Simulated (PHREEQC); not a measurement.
Make-up at 34 °C: 0.0029 mol ZnBr2 per kg of water. Closed to the air; pH follows from the charge balance.

All values are PHREEQC results (ion-association model, wateq4f.dat), not measurements.

```tsv
quantity	before	after
pH	5.68	6.15
ZnBr+ (mol/kgw)	3.03e-6	3.08e-6
ZnOH+ (mol/kgw)	2.25e-6	6.72e-7
ZnBr2 (mol/kgw)	5.73e-9	5.88e-9
SI of Zincite(c) (ZnO)	-2.01	-2.69
```

### Question
Which change was made?
A. diluted 5-fold with water
B. temperature from 34 to 5 °C
C. diluted 2-fold with water
D. 4.8e-05 mol/kgw HBF4 added

### Answer
B, temperature from 34 to 5 °C

This is a speciation only: nothing precipitates in the calculation. Constants without temperature data keep their 25 °C values here.
